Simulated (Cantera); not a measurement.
A closed system holds: 1 mol HBr, 0.018 mol O₂, 31 mol N₂, held at 1775 K.

Method: chemical equilibrium by Gibbs-energy minimisation in Cantera with the NASA 1993 tables (ideal gas, pure condensed phases). Candidate condensed phases: Br₂, H₂O; 27 gas species. The ideal-gas law is rough above about 30 bar. Kinetics and transport are ignored.

At 47.0 bar, list the 6 most abundant gas species with their mole fractions, and the condensed phases.

N₂ 0.968, HBr 0.0282, Br 0.00249, H₂O 0.00112, H₂ 0.000395, Br₂ 0.000273. Condensed: gas only.
